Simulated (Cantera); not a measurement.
A perfectly stirred reactor is fed with C2H6 : O2 : N2 : H2O = 1 : 3.18 : 12 : 0.55 (molar parts), at 1.00 bar; it is adiabatic with a 623 K inlet, and is followed from long to short residence time, starting on the burning branch (τ in s: 0.03, 0.015, 0.0079, 0.0041, 0.0021, 0.0011, 0.00056, 0.00029, 0.00015, 7.6e-05, 3.9e-05, 2e-05).

Detailed kinetics in Cantera: GRI-Mech 3.0 (53 species, 325 reactions).

Q: Predict: blow-out, bracketed by the residence times tried; x(C2H6) at τ = 30.0 ms; x(O2) at τ = 30.0 ms; x(H2O) at τ = 30.0 ms; x(CH2CO) at τ = 30.0 ms; x(HO2) at τ = 30.0 ms; x(C2H6) at τ = 0.560 ms; x(O2) at τ = 0.560 ms; x(H2O) at τ = 0.560 ms; x(CH2CO) at τ = 0.560 ms; x(HO2) at τ = 0.560 ms.

A: 
```
Item                                                                          Result
------------------------------------------------  ----------------------------------
blow-out, bracketed by the residence times tried  burning at 76.0 µs, out at 39.0 µs
x(C2H6) at τ = 30.0 ms                                                       4.27e-7
x(O2) at τ = 30.0 ms                                                         0.00383
x(H2O) at τ = 30.0 ms                                                          0.183
x(CH2CO) at τ = 30.0 ms                                                      1.80e-7
x(HO2) at τ = 30.0 ms                                                        7.87e-7
x(C2H6) at τ = 0.560 ms                                                      1.82e-5
x(O2) at τ = 0.560 ms                                                         0.0127
x(H2O) at τ = 0.560 ms                                                         0.168
x(CH2CO) at τ = 0.560 ms                                                     7.08e-6
x(HO2) at τ = 0.560 ms                                                       3.59e-6
```
